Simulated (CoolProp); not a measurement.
Vapour-liquid equilibrium of n-hexane (1) + o-xylene (2) at 350.6 K; x and y are mole fractions of (1).

The numbers come from the multi-fluid Helmholtz-energy mixture model, Thol 2019 and Zhou 2012; pair parameters Bell 2016 in CoolProp.

| x | bubble pressure, mixture model (kPa) | bubble pressure, Raoult's law (kPa) | y, mixture model | y, Raoult's law |
|---|---|---|---|---|
| 0.05 | 18.88 | 17.50 | (withheld) | 0.378 |
| 0.125 | 29.54 | 26.56 | 0.654 | 0.622 |
| 0.2 | 39.66 | 35.62 | 0.762 | 0.743 |
| 0.275 | 49.29 | 44.68 | (withheld) | 0.814 |
| 0.35 | 58.49 | 53.74 | 0.864 | 0.861 |
| 0.425 | 67.34 | 62.80 | (withheld) | 0.895 |
| 0.5 | (withheld) | 71.86 | 0.915 | 0.920 |
| 0.575 | 84.25 | 80.92 | 0.933 | 0.940 |
| 0.65 | 92.49 | 89.98 | 0.948 | 0.955 |
| 0.725 | 100.7 | 99.04 | (withheld) | 0.968 |
| 0.8 | 109.0 | 108.1 | 0.973 | 0.979 |
| 0.875 | 117.5 | 117.2 | 0.983 | 0.988 |
| 0.95 | 126.2 | 126.2 | 0.993 | 0.995 |

### Question
Fill in the missing entries.

### Answer

- 0.05, y, mixture model: 0.420
- 0.275, y, mixture model: 0.823
- 0.425, y, mixture model: 0.893
- 0.5, bubble pressure, mixture model (kPa): 75.90
- 0.725, y, mixture model: 0.961

The largest gap from Raoult's law is +11.3 % in bubble pressure, at x = 0.2. No azeotrope shows between x = 0.05 and 0.95.

Pair parameters are fitted to limited data, so mixtures are less certain than the pure fluids.
